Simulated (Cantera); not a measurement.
An adiabatic, constant-pressure homogeneous reactor starts with C3H8 : O2 : N2 = 1 : 9.62 : 36.2 (molar parts), at 1350 K and 645 Torr. Integrator tolerance rtol = 1e-08.

Cantera simulation using GRI-Mech 3.0 (53 species, 325 reactions); the numbers are that mechanism's predictions, not measurements. GRI-Mech 3.0 was tuned for natural gas; its chemistry of propane as a main component is partial and can be far from experiment.

Q: What does this change do: pressure from 645 Torr to 760 Torr?

A: 
```csv
quantity,before,after
time of steepest temperature rise,0.452 ms,0.417 ms
temperature at 4.00 s,2359 K,2362 K
equilibrium temperature,2359 K,2362 K
x(C3H8) at 4.00 s,<1e-12 (gas-phase equilibrium <1e-12),<1e-12 (gas-phase equilibrium <1e-12)
x(O2) at 4.00 s,0.0899 (gas-phase equilibrium 0.0899),0.0899 (gas-phase equilibrium 0.0899)
x(CH2) at 4.00 s,<1e-12 (gas-phase equilibrium <1e-12),<1e-12 (gas-phase equilibrium <1e-12)
x(C2H2) at 4.00 s,<1e-12 (gas-phase equilibrium <1e-12),<1e-12 (gas-phase equilibrium <1e-12)
x(NO2) at 4.00 s,7.12e-6 (gas-phase equilibrium 7.12e-6),7.75e-6 (gas-phase equilibrium 7.75e-6)
x(HO2) at 4.00 s,4.39e-6 (gas-phase equilibrium 4.39e-6),4.62e-6 (gas-phase equilibrium 4.62e-6)
x(C2H) at 4.00 s,<1e-12 (gas-phase equilibrium <1e-12),<1e-12 (gas-phase equilibrium <1e-12)
```

Q: What does this change do: initial temperature 1350 to 1000 K?

A: 
```
quantity                                                            before                                    after
---------------------------------  ---------------------------------------  ---------------------------------------
time of steepest temperature rise                                 0.452 ms                                  0.594 s
temperature at 4.00 s                                               2359 K                                   2104 K
equilibrium temperature                                             2359 K                                   2104 K
x(C3H8) at 4.00 s                    <1e-12 (gas-phase equilibrium <1e-12)    <1e-12 (gas-phase equilibrium <1e-12)
x(O2) at 4.00 s                      0.0899 (gas-phase equilibrium 0.0899)    0.0928 (gas-phase equilibrium 0.0928)
x(CH2) at 4.00 s                     <1e-12 (gas-phase equilibrium <1e-12)    <1e-12 (gas-phase equilibrium <1e-12)
x(C2H2) at 4.00 s                    <1e-12 (gas-phase equilibrium <1e-12)    <1e-12 (gas-phase equilibrium <1e-12)
x(NO2) at 4.00 s                   7.12e-6 (gas-phase equilibrium 7.12e-6)  5.84e-6 (gas-phase equilibrium 5.89e-6)
x(HO2) at 4.00 s                   4.39e-6 (gas-phase equilibrium 4.39e-6)  2.00e-6 (gas-phase equilibrium 1.99e-6)
x(C2H) at 4.00 s                     <1e-12 (gas-phase equilibrium <1e-12)    <1e-12 (gas-phase equilibrium <1e-12)
```
